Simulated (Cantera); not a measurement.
Feed: 1 mol Fe(CO)₅, 2.9 mol O₂, 0.62 mol H₂, held at 1.00 bar.

Method: chemical equilibrium by Gibbs-energy minimisation in Cantera with the NASA 1993 tables (ideal gas, pure condensed phases). Candidate condensed phases: C, C₆H₆, C₇H₈, C₈H₁₈, Fe, Fe(CO)₅, FeO, Fe(OH)₂, Fe(OH)₃, Fe₂O₃, Fe₃O₄, H₂O; 114 gas species. The tables' stoichiometric FeO is somewhat more stable than real wüstite, so its field is too wide. FeO: taken at fixed stoichiometry. Equilibrium is a limit: real reactors are often held back by kinetics, nucleation or transport.

Q: Which condensed phases are stable at each of these points (T (K)): 1123, 1173, 1223, 1273, 1323, 1373, 1423, 1473, 1523, 1573, 1623, 1673?

A: 
| T (K) | condensed phases | Fe condensed (%) |
|---|---|---|
| 1123 | FeO(s) | 100.0 |
| 1173 | FeO(s) | 100.0 |
| 1223 | FeO(s) | 100.0 |
| 1273 | FeO(s) | 100.0 |
| 1323 | FeO(s) | 100.0 |
| 1373 | FeO(s) | 100.0 |
| 1423 | FeO(s) | 100.0 |
| 1473 | FeO(s) | 100.0 |
| 1523 | FeO(s) | 100.0 |
| 1573 | FeO(s) | 100.0 |
| 1623 | FeO(s) | 100.0 |
| 1673 | FeO(l) | 100.0 |

From 1123 K to 1623 K the condensed part is FeO(s). At 1673 K the condensed part is FeO(l).
